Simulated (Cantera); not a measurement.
A perfectly stirred reactor is fed with CH4 : H2 : O2 : N2 = 1 : 0.39 : 2.31 : 8.69 (molar parts), equivalence ratio 0.95, at 5.03 atm; it is adiabatic with a 650 K inlet, and is followed from long to short residence time, starting on the burning branch (τ in s: 0.22, 0.082, 0.031, 0.011, 0.0042, 0.0016, 0.00057, 0.00021, 7.9e-05, 2.9e-05, 1.1e-05).

Cantera simulation using GRI-Mech 3.0 (53 species, 325 reactions); the numbers are that mechanism's predictions, not measurements.

x: mole fraction; the columns are a selection and need not sum to one.

```csv
τ (s),T (K),x CH4,x H2,x O2,x CH2O,x HO2
0.22,2428,2.04e-7,0.00329,0.0114,3.77e-8,2.73e-6
0.082,2428,5.40e-7,0.00330,0.0115,1.00e-7,2.77e-6
0.031,2428,1.40e-6,0.00334,0.0119,2.60e-7,2.87e-6
0.011,2426,3.75e-6,0.00346,0.0125,7.05e-7,3.07e-6
0.0042,2418,9.05e-6,0.00376,0.0134,1.71e-6,[?]
0.0016,2401,2.07e-5,0.00443,0.0146,3.91e-6,[?]
0.00057,2364,4.69e-5,0.00576,0.0167,8.59e-6,[?]
0.00021,2307,9.96e-5,0.00773,0.0196,1.72e-5,[?]
7.9e-5,2231,0.000214,0.0102,0.0235,3.37e-5,[?]
2.9e-5,2132,0.000524,0.0132,0.0292,7.23e-5,[?]
1.1e-5,1995,0.00183,0.0171,0.0410,0.000202,[?]
```

Question: Fill in the missing entries.

Answer: 
- 0.0042, x HO2: 3.40e-6
- 0.0016, x HO2: 4.06e-6
- 0.00057, x HO2: 5.61e-6
- 0.00021, x HO2: 8.80e-6
- 7.9e-5, x HO2: 1.50e-5
- 2.9e-5, x HO2: 2.74e-5
- 1.1e-5, x HO2: 6.10e-5
